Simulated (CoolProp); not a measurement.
500 sccm (0 °C, 1 atm) of nitrogen bubbles through liquid cyclohexane at 294.9 K and leaves saturated at a total pressure of 0.089 MPa (ideal gas phase). Each further row changes one setting.

The numbers come from the reference Helmholtz-energy equation of state, Zhou 2014 in CoolProp.

```csv
case,vapour pressure (kPa),mole fraction of vapour,delivery (mg/min),delivery (sccm),change of delivery for a bath 1 K warmer (%)
as stated,11.2,0.126,___,___,5.4
bath temperature 299.9 K,___,0.158,___,94.0,5.4
total pressure 0.178 MPa,11.2,___,126,___,5.1
```

Question: Some entries are withheld; supply them.

Answer: 
- as stated, delivery (mg/min): 271
- as stated, delivery (sccm): 72.1
- bath temperature 299.9 K, vapour pressure (kPa): 14.1
- bath temperature 299.9 K, delivery (mg/min): 353
- total pressure 0.178 MPa, mole fraction of vapour: 0.0630
- total pressure 0.178 MPa, delivery (sccm): 33.6
